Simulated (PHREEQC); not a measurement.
**Alkaline etch or developer: an equilibrium model**

Make-up at 20 °C: 0.039 mol NH3, 0.00062 mol NaAlO2 and 0.24 mol (CH3)4NCl per kg of water. Closed to the air; pH follows from the charge balance.

Equilibrium calculation in PHREEQC: ion-association model, phreeqc.dat.

| Item | Value |
|---|---|
| pH | 11.09 |
| ionic strength | 0.242 mol/kgw |
| activity of water | 0.991 |
| total alkalinity | 41.5 meq/kg |

```
species   molality  activity   log γ
--------  --------  --------  ------
Cl-          0.240     0.169  -0.153
(CH3)4N+     0.240     0.169  -0.151
NH3         0.0378    0.0399   0.024
OH-        0.00122  0.000843  -0.159
NH4+       0.00122  0.000808  -0.177
Al(OH)4-  0.000620  0.000445  -0.144
Na+       0.000620  0.000459  -0.130
Al(OH)3    1.93e-9   2.04e-9   0.024
```

This is a speciation only: nothing precipitates in the calculation. Saturation is exceeded, for instance for Gibbsite (slow to form); the values hold only as long as no solid forms. (CH3)4N+ isn't in the database: it is added as a free cation with an ion size of 4 Å.
